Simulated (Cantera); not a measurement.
## Adiabatic ignition

An adiabatic, constant-pressure homogeneous reactor starts with 19.5 % CO, 1.42 % H2, 14.9 % O2, 64.2 % N2, equivalence ratio 0.70, at 1300 K and 0.240 bar.

Model: GRI-Mech 3.0 (53 species, 325 reactions), integrated in Cantera.

```json
[
 {"t (s)": "3.00e-6", "T (K)": "1300", "x CO": "0.195", "x H2": "0.0142", "x O2": "0.149", "x NO2": "<1e-12", "x HO2": "5.98e-10"},
 {"t (s)": "9.72e-6", "T (K)": "1300", "x CO": "0.195", "x H2": "0.0142", "x O2": "0.149", "x NO2": "<1e-12", "x HO2": "1.92e-9"},
 {"t (s)": "3.15e-5", "T (K)": "1300", "x CO": "0.195", "x H2": "0.0142", "x O2": "0.149", "x NO2": "<1e-12", "x HO2": "6.58e-9"},
 {"t (s)": "0.000102", "T (K)": "1300", "x CO": "0.195", "x H2": "0.0142", "x O2": "0.149", "x NO2": "<1e-12", "x HO2": "7.97e-8"},
 {"t (s)": "0.000330", "T (K)": "1334", "x CO": "0.179", "x H2": "0.00297", "x O2": "0.131", "x NO2": "2.15e-11", "x HO2": "8.36e-6"},
 {"t (s)": "0.00107", "T (K)": "1683", "x CO": "0.0976", "x H2": "0.000953", "x O2": "0.0758", "x NO2": "3.70e-9", "x HO2": "2.65e-6"},
 {"t (s)": "0.00346", "T (K)": "2036", "x CO": "0.0824", "x H2": "0.00108", "x O2": "0.0763", "x NO2": "1.65e-8", "x HO2": "1.35e-6"},
 {"t (s)": "0.0112", "T (K)": "2328", "x CO": "0.0607", "x H2": "0.000751", "x O2": "0.0711", "x NO2": "1.96e-7", "x HO2": "8.82e-7"},
 {"t (s)": "0.0363", "T (K)": "2473", "x CO": "0.0456", "x H2": "0.000532", "x O2": "0.0639", "x NO2": "1.48e-6", "x HO2": "1.30e-6"},
 {"t (s)": "0.118", "T (K)": "2475", "x CO": "0.0445", "x H2": "0.000521", "x O2": "0.0614", "x NO2": "2.61e-6", "x HO2": "1.29e-6"},
 {"t (s)": "0.381", "T (K)": "2475", "x CO": "0.0445", "x H2": "0.000521", "x O2": "0.0612", "x NO2": "2.69e-6", "x HO2": "1.28e-6"},
 {"t (s)": "1.23", "T (K)": "2475", "x CO": "0.0445", "x H2": "0.000521", "x O2": "0.0612", "x NO2": "2.69e-6", "x HO2": "1.28e-6"},
 {"t (s)": "4.00", "T (K)": "2475", "x CO": "0.0445", "x H2": "0.000521", "x O2": "0.0612", "x NO2": "2.69e-6", "x HO2": "1.28e-6"}
]
```
x: mole fraction; the columns are a selection and need not sum to one.

The time of steepest temperature rise comes out as 0.346 ms. The temperature at 4.00 s is 2475 K and the equilibrium temperature is 2475 K. The x(CO) at 4.00 s is 0.0445 (gas-phase equilibrium 0.0445), the x(H2) at 4.00 s is 0.000521 (gas-phase equilibrium 0.000521) and the x(O2) at 4.00 s is 0.0612 (gas-phase equilibrium 0.0612).
